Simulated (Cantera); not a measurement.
# Al + NH₃ + N₂ + HCl (aluminium nitride and oxide growth)

A closed system holds: 1 mol Al, 150 mol NH₃, 12 mol N₂, a varied amount of HCl, held at 1700 °C and 0.133 bar.

These are equilibrium values from Cantera (NASA tables, ideal gas, pure condensed phases), not measurements of a reactor. Candidate condensed phases: Al, AlCl₃, AlN, NH₄Cl; 20 gas species. The tables' values for AlCl₂ are old estimates; treat these amounts as uncertain. Rates play no part.

At 0.51 mol HCl the condensed part is AlN(s). From 1.1 mol HCl to 7.3 mol HCl nothing is condensed. The main Al-bearing gas is AlCl throughout.

| n(HCl) (mol) | x H₂ | x N₂ | x HCl | x H | x AlCl | x Al | x AlCl₂ | n AlN(s) |
|---|---|---|---|---|---|---|---|---|
| 0.51 | 0.718 | 0.277 | 0.000169 | 0.00313 | 0.00146 | 0.000478 | 5.01e-7 | 0.380 |
| 1.1 | 0.716 | 0.277 | 0.000603 | 0.00313 | 0.00289 | 0.000266 | 3.54e-6 | 0 |
| 1.7 | 0.715 | 0.276 | 0.00228 | 0.00313 | 0.00308 | 7.47e-5 | 1.43e-5 | 0 |
| 2.4 | 0.713 | 0.276 | 0.00444 | 0.00312 | 0.00310 | 3.86e-5 | 2.80e-5 | 0 |
| 3 | 0.712 | 0.275 | 0.00630 | 0.00312 | 0.00309 | 2.72e-5 | 3.97e-5 | 0 |
| 3.6 | 0.711 | 0.275 | 0.00815 | 0.00312 | 0.00308 | 2.09e-5 | 5.13e-5 | 0 |
| 4.2 | 0.709 | 0.274 | 0.0100 | 0.00312 | 0.00307 | 1.69e-5 | 6.27e-5 | 0 |
| 4.9 | 0.708 | 0.274 | 0.0122 | 0.00311 | 0.00305 | 1.38e-5 | 7.58e-5 | 0 |
| 5.5 | 0.707 | 0.273 | 0.0140 | 0.00311 | 0.00303 | 1.19e-5 | 8.69e-5 | 0 |
| 6.1 | 0.705 | 0.273 | 0.0158 | 0.00311 | 0.00302 | 1.05e-5 | 9.78e-5 | 0 |
| 6.7 | 0.704 | 0.272 | 0.0177 | 0.00310 | 0.00300 | 9.34e-6 | 0.000109 | 0 |
| 7.3 | 0.703 | 0.272 | 0.0195 | 0.00310 | 0.00298 | 8.41e-6 | 0.000119 | 0 |
x: gas mole fraction; n: condensed amount in mol.
